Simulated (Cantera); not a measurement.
Cantera run, input and output.

```python
import numpy as np
import cantera as ct

gas = ct.Solution("gri30.yaml")
gas.TPX = 1198, 100000, {'CO': 0.0049, 'O2': 0.053, 'H2O': 0.0019, 'N2': 1}
reactor = ct.IdealGasConstPressureReactor(gas, energy="off", clone=False)
net = ct.ReactorNet([reactor])
net.rtol, net.atol = 1e-08, 1e-18
show = ['CO', 'O2', 'H2O', 'H', 'NO', 'HO2', 'OH']
times = np.geomspace(6e-05, 1, 14)

steps = ct.SolutionArray(gas, extra=["t"])
rows = []
print(f"{'t/s':>10s}{'T/K':>9s}{'P/Pa':>11s}" + "".join(f"{s:>11s}" for s in show))
for t in times:
    while net.time < t:
        t_next = net.step()
        steps.append(gas.state, t=t_next)
    rows.append([np.interp(t, steps.t, y) for y in (steps.T, steps.P, *steps(*show).X.T)])
    print(f"{t:10.3e}{rows[-1][0]:9.1f}{rows[-1][1]:11.4g}" + "".join(f"{x:11.3e}" for x in rows[-1][2:]))
rate = np.gradient(steps.T, steps.t)
print("integrator steps:", len(steps.t))
if steps.T.max() > steps.T[0] + 200:
    print(f"time of steepest temperature rise: {steps.t[rate.argmax()]:.4e} s")
gas.TPX = 1198, 100000, {'CO': 0.0049, 'O2': 0.053, 'H2O': 0.0019, 'N2': 1}
gas.equilibrate("TP")
print(f"equilibrium (TP): T = {gas.T:.1f} K  " + "  ".join(f"{s} {gas[s].X[0]:.3e}" for s in show))
```

Output:

```
       t/s      T/K       P/Pa         CO         O2        H2O          H         NO        HO2         OH
 6.000e-05   1198.0      1e+05  4.624e-03  5.001e-02  1.793e-03  1.102e-12  6.437e-19  2.513e-12  1.222e-11
 1.267e-04   1198.0      1e+05  4.624e-03  5.001e-02  1.793e-03  4.891e-12  2.935e-18  8.485e-12  4.729e-11
 2.677e-04   1198.0      1e+05  4.624e-03  5.001e-02  1.793e-03  2.045e-11  1.331e-17  4.599e-11  1.845e-10
 5.655e-04   1198.0      1e+05  4.624e-03  5.001e-02  1.793e-03  8.240e-11  6.289e-17  3.276e-10  7.189e-10
 1.194e-03   1198.0      1e+05  4.623e-03  5.001e-02  1.793e-03  3.717e-10  3.570e-16  2.640e-09  3.196e-09
 2.523e-03   1198.0      1e+05  4.623e-03  5.001e-02  1.793e-03  3.163e-09  3.860e-15  3.170e-08  2.702e-08
 5.330e-03   1198.0      1e+05  4.608e-03  5.000e-02  1.791e-03  2.153e-07  1.239e-12  1.199e-06  1.737e-06
 1.126e-02   1198.0      1e+05  3.258e-03  4.928e-02  1.768e-03  6.740e-06  7.364e-09  3.241e-06  2.925e-05
 2.378e-02   1198.0      1e+05  1.371e-03  4.842e-02  1.781e-03  2.015e-06  3.213e-08  2.119e-06  1.994e-05
 5.023e-02   1198.0      1e+05  4.384e-04  4.800e-02  1.789e-03  3.942e-07  5.723e-08  1.094e-06  1.192e-05
 1.061e-01   1198.0      1e+05  1.112e-04  4.786e-02  1.793e-03  5.706e-08  7.463e-08  4.292e-07  6.615e-06
 2.241e-01   1198.0      1e+05  2.344e-05  4.782e-02  1.795e-03  6.691e-09  8.410e-08  1.240e-07  3.482e-06
 4.734e-01   1198.0      1e+05  4.331e-06  4.781e-02  1.796e-03  7.131e-10  8.943e-08  2.832e-08  1.764e-06
 1.000e+00   1198.0      1e+05  7.091e-07  4.781e-02  1.796e-03  8.386e-11  9.278e-08  6.166e-09  9.130e-07
integrator steps: 1173
equilibrium (TP): T = 1198.0 K  CO 3.553e-10  O2 4.776e-02  H2O 1.797e-03  H 1.922e-12  NO 1.012e-04  HO2 5.789e-10  OH 2.705e-07
```

Cantera simulation using GRI-Mech 3.0 (53 species, 325 reactions); the numbers are that mechanism's predictions, not measurements.
